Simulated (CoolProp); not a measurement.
Vapour-liquid equilibrium of R134a (1) + R227EA (2) at 231.3 K; x and y are mole fractions of (1).

The numbers come from the multi-fluid Helmholtz-energy mixture model, Tillner-Roth 1994 and Lemmon 2016; pair parameters Bell 2016 in CoolProp.

| x | bubble pressure, mixture model (MPa) | bubble pressure, Raoult's law (MPa) | y, mixture model | y, Raoult's law |
|---|---|---|---|---|
| 0.05 | 0.03035 | 0.02990 | 0.090 | 0.078 |
| 0.2 | 0.03399 | 0.03251 | 0.310 | 0.286 |
| 0.35 | 0.03714 | 0.03512 | 0.478 | 0.463 |
| 0.5 | 0.03986 | 0.03773 | 0.615 | 0.615 |
| 0.65 | 0.04221 | 0.04034 | 0.735 | 0.748 |
| 0.8 | 0.04423 | 0.04295 | 0.848 | 0.865 |
| 0.95 | 0.04593 | 0.04556 | 0.961 | 0.968 |

The largest gap from Raoult's law is +5.8 % in bubble pressure, at x = 0.35. No azeotrope shows between x = 0.05 and 0.95.

Pair parameters are fitted to limited data, so mixtures are less certain than the pure fluids.
